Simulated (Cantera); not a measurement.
# Equilibrium for silicon oxide and oxynitride deposition: Si2H6 + CO2 + N2

Input: 1 mol Si2H6, 0.22 mol CO2, 12 mol N2, held at 1.00 Torr.

Cantera equilibrium calculation (NASA polynomials, part measured and part estimated; ideal gas, pure solids and liquids). Candidate condensed phases: C, C6H6, C7H8, C8H18, H2O, Si, SiC, SiO2, Si2N2O, Si3N4; 151 gas species. The feed counts by its element totals alone. N2 is the only nitrogen source here; it is nearly inert below about 1500 K, so the nitride shown seldom forms there in practice. Mutual solubility and eutectic melting of coexisting phases are not modelled. The tables' values for SiN are old estimates; treat these amounts as uncertain. Gases not in the tables: Si2H6 and higher silanes. Equilibrium is a limit: real reactors are often held back by kinetics, nucleation or transport.

```tsv
T (K)	log p N2	log p H2	log p SiO	log p H	log p Si	n SiC(s)	n Si2N2O(s)	n Si3N4(s)	n Si(l)
1348	-2.98	-3.54	-8.78	-7.41	-11.59	0.218	0.439	0.302	0
1398	-2.98	-3.54	-7.98	-7.10	-10.63	0.217	0.438	0.302	0
1448	-2.98	-3.54	-7.23	-6.81	-9.74	0.216	0.436	0.304	0
1498	-2.98	-3.54	-6.54	-6.54	-8.91	0.214	0.432	0.306	0
1548	-2.98	-3.54	-5.89	-6.28	-8.13	0.212	0.418	0.313	0
1598	-2.98	-3.55	-5.28	-6.05	-7.40	0.208	0.373	0.330	0
1648	-2.99	-3.55	-4.71	-5.83	-6.71	0.203	0.214	0.386	0
1698	-2.99	-3.59	-4.44	-5.63	-6.18	0.197	0	0	1.38
1748	-2.99	-3.59	-4.45	-5.44	-5.84	0.189	0	0	1.38
1798	-2.99	-3.59	-4.46	-5.25	-5.51	0.178	0	0	1.38
1848	-2.99	-3.60	-4.48	-5.07	-5.20	0.164	0	0	1.37
1898	-2.99	-3.60	-4.50	-4.91	-4.91	0.146	0	0	1.32
```
log p: log10 of the partial pressure in bar; n: condensed amount in mol.

From 1348 K to 1648 K the condensed part is SiC(s) + Si2N2O(s) + Si3N4(s). From 1698 K to 1898 K the condensed part is Si(l) + SiC(s). The main Si-bearing gas is SiO throughout.
